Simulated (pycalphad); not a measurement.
Computed with pycalphad from the COST 507 light-alloy database (1999), at 1 atm. The data set is of 1999 and partly superseded. Not assessed as a whole: an extrapolation from subsystems, which can miss ternary compounds. Amounts are mole fractions of atoms.

Question: Give the equilibrium state of Ti-14.75Fe-0.37Si (at.%) at 1227 °C.

Answer: bcc, fraction 0.719, with 12.6 Fe, 0.23 Si at.%; liquid, fraction 0.281, with 20.2 Fe, 0.72 Si at.%.

Question: Give the equilibrium state of Ti-14.75Fe-0.37Si (at.%) at 627 °C.

Answer: bcc, fraction 0.960, with 13.3 Fe, 0.39 Si at.%; FETI, fraction 0.040, with 50.0 Fe, no Si at.%.

Database names, with the compositions (at.%) that they take in these runs: FETI: Ti 50 Fe 50. An entry "none" or "no" means that the model of the phase leaves that element out.
